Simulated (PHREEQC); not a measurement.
**Spent oxide etchant: speciation**

A solution holds 0.027 mol/kgw NH4HF2, 0.0015 mol/kgw H2SiF6 and 0.00031 mol/kgw HCl, at 61 °C. Closed to the air; pH follows from the charge balance.

All values are PHREEQC results (ion-association model, phreeqc.dat), not measurements.

Precipitation was switched off in this run.

Q: Estimate the pH, ionic strength.

A: pH 3.30; ionic strength 0.0291 mol/kgw.

Q: In which forms is F present?

A: HF 43 %, F- 34 %, SiF6-2 14 %, HF2- 8.2 % of the F.

Away from 25 °C the constants follow the database's enthalpies or fits; those with neither stay at their 25 °C values. SiF6-2 is the database's only silicon fluoride.
